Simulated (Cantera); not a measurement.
Feed: 1 mol B, 3.8 mol NH₃, 0.11 mol H₂, equilibrated at 0.000400 bar.

Equilibrium computed with Cantera from the NASA thermochemical tables; the gas is ideal and each condensed phase is pure. Candidate condensed phases: B, BN; 15 gas species. Kinetics and transport are ignored. All values below are at 1550 K.

Base state: H₂ 0.805, N₂ 0.194, H 0.00141 (mole fractions); condensed: BN(s).

**Question.** What changes in the equilibrium state with this change: NH₃ from 3.8 to 0.85 mol?

**Answer.** 
```csv
species,before,after
H₂,0.805,0.998
H,0.00141,0.00157
N₂,0.194,4.95e-5
BH₂,2.10e-7,1.63e-5
"BN(s), mol",1.000,0.850
"B(s), mol",0,0.150
```
Mutual solubility and eutectic melting of coexisting phases are not modelled. The tables' values for BH₂ are old estimates; treat these amounts as uncertain.
